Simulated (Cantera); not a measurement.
A perfectly stirred reactor is fed with 100 % N2O, at 0.120 bar; it is held at 1623 K, and followed from long to short residence time.

Computed with Cantera and GRI-Mech 3.0 (53 species, 325 reactions). GRI-Mech 3.0 was tuned for natural gas; its chemistry of N2O as a main component is partial and can be far from experiment. The temperature is held fixed by assumption; the heat of reaction is taken as removed at once.

**Question.** Predict: x(N2O) at τ = 10.0 s; x(N2) at τ = 10.0 s; x(O2) at τ = 10.0 s; x(O) at τ = 10.0 s; x(NO) at τ = 10.0 s; x(N2O) at τ = 0.150 s; x(N2) at τ = 0.150 s; x(O2) at τ = 0.150 s; x(O) at τ = 0.150 s; x(NO) at τ = 0.150 s.

**Answer.** 
| Property | Value |
|---|---|
| x(N2O) at τ = 10.0 s | 0.00365 |
| x(N2) at τ = 10.0 s | 0.610 |
| x(O2) at τ = 10.0 s | 0.278 |
| x(O) at τ = 10.0 s | 7.76e-5 |
| x(NO) at τ = 10.0 s | 0.108 |
| x(N2O) at τ = 0.150 s | 0.148 |
| x(N2) at τ = 0.150 s | 0.483 |
| x(O2) at τ = 0.150 s | 0.199 |
| x(O) at τ = 0.150 s | 0.000194 |
| x(NO) at τ = 0.150 s | 0.169 |
